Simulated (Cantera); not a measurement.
Input: 1 mol HMDSO, 0.68 mol O₂, 2.8 mol N₂, held at 1300 K and 0.170 bar.

Method: chemical equilibrium by Gibbs-energy minimisation in Cantera with the NASA 1993 tables (ideal gas, pure condensed phases). Candidate condensed phases: C, C₆H₆, C₇H₈, C₈H₁₈, H₂O, Si, SiC, SiO₂, Si₂N₂O, Si₃N₄; 151 gas species. The feed counts by its element totals alone. N₂ is the only nitrogen source here; it is nearly inert below about 1500 K, so the nitride shown seldom forms there in practice. Mutual solubility and eutectic melting of coexisting phases are not modelled. The tables hold silica as quartz up to 1696 K and as liquid above; real silica turns to tridymite and cristobalite and melts near 1996 K. Rates play no part.

Base state: H₂ 0.750, N₂ 0.158, CO 0.0908, CH₄ 0.000753, H₂O 0.000106, HCN 7.13e-5 (mole fractions); condensed: C(graphite) + SiO₂(β-quartz) + Si₂N₂O(s).

### Question
What changes in the equilibrium state with this change: temperature from 1300 K to 748 K?

### Answer
```json
[
 {"species": "H₂", "before": "0.750", "after": "0.576"},
 {"species": "N₂", "before": "0.158", "after": "0.238"},
 {"species": "CH₄", "before": "0.000753", "after": "0.187"},
 {"species": "CO", "before": "0.0908", "after": "5.41e-7"},
 {"species": "HCN", "before": "7.13e-5", "after": "8.55e-9"},
 {"species": "NH₃", "before": "5.45e-6", "after": "0.000189"},
 {"species": "H₂O", "before": "0.000106", "after": "5.10e-6"},
 {"species": "C(graphite), mol", "before": "4.90", "after": "4.23"},
 {"species": "SiO₂(β-quartz), mol", "before": "0.181", "after": "0"},
 {"species": "Si₂N₂O(s), mol", "before": "0.909", "after": "0.547"},
 {"species": "SiO₂(α-quartz), mol", "before": "0", "after": "0.907"}
]
```
